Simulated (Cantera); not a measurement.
A Cantera script and what it prints.

```python
import numpy as np
import cantera as ct

gas_names = [...]  # 113 gases of nasa_gas.yaml made of C, H, O, Ti
cond_names = """
    C(gr) C6H6(L) C7H8(L) C8H18(L),n-octa H2O(s) H2O(L) Ti(a) Ti(b) Ti(L) TiC(s) TiC(L) TiO(a) TiO(b)
    TiO(L) TiO2(ru) TiO2(L) Ti2O3(a) Ti2O3(b) Ti2O3(L) Ti3O5(a) Ti3O5(b) Ti3O5(L) Ti4O7(s) Ti4O7(L)
""".split()


# ... load() reads the species with a 1 bar reference pressure and builds the phases ...
atoms = {
    'TiO2': {'Ti': 1, 'O': 2},
    'CH4': {'C': 1, 'H': 4},
    'CO': {'C': 1, 'O': 1},
}
top_T = {'C(gr)': 4500}  # K; cautious upper limits of use, not melting points


# ... equilibrate(T, P, feed) seeds the gas with the atoms and calls Mixture.equilibrate('TP', solver="vcs", rtol=1e-11, max_steps=5000) ...
results = []
feed = {'TiO2': 1, 'CH4': 2.2, 'CO': 0.023}  # mol
P = 71  # Pa
for T in [1173, 1273, 1373, 1473, 1573, 1673, 1773, 1873, 1973]:
    mix = equilibrate(T, P, feed)
    results.append((T, P, feed, dict(zip(mix.species_names, mix.species_moles))))

top = {s: max(r[3][s] / sum(r[3][g] for g in gas_names) for r in results) for s in gas_names}
cols = sorted((s for s in top if top[s] > 0.0001), key=lambda s: -top[s])[:8]
seen = [c for c in cond_names if any(r[3].get(c, 0) > 1e-12 for r in results)]
print("log10 of partial pressures in bar; condensed amounts in mol")
print(f"{'T/K':>10s}" + "".join(f"{s[:9]:>10s}" for s in cols + seen))
for T, P, feed, n in results:
    ng = sum(n[g] for g in gas_names)
    print(f"{T:10.4g}" + "".join(f"{np.log10(max(n[s] / ng * P / 1e5, 1e-99)):10.3f}" for s in cols)
          + "".join(f"{n.get(c, 0):10.4g}" for c in seen))
```

Result:

```
log10 of partial pressures in bar; condensed amounts in mol
       T/K        H2        CO         H       TiO        Ti    TiC(s)    TiO(b)  Ti2O3(b)
      1173    -3.279    -3.734    -8.568   -17.641   -20.672      0.68         0      0.16
      1273    -3.279    -3.734    -7.787   -15.343   -17.847      0.68         0      0.16
      1373    -3.279    -3.734    -7.117   -13.387   -15.439      0.68         0      0.16
      1473    -3.280    -3.734    -6.538   -11.703   -13.363      0.68         0      0.16
      1573    -3.280    -3.735    -6.031   -10.239   -11.556    0.6801         0      0.16
      1673    -3.287    -3.719    -5.587    -9.002    -9.999    0.6001    0.3999         0
      1773    -3.290    -3.720    -5.191    -8.012    -8.665    0.6001    0.3998         0
      1873    -3.296    -3.723    -4.838    -7.133    -7.477    0.5999    0.3992         0
      1973    -3.308    -3.728    -4.524    -6.348    -6.412    0.5984    0.3944         0
```

Method: chemical equilibrium by Gibbs-energy minimisation in Cantera with the NASA 1993 tables (ideal gas, pure condensed phases). Mutual solubility and eutectic melting of coexisting phases are not modelled. TiC, TiO: taken at fixed stoichiometry. Condensed phases not in the tables: solid solutions among these carbides, nitrides and lower oxides.
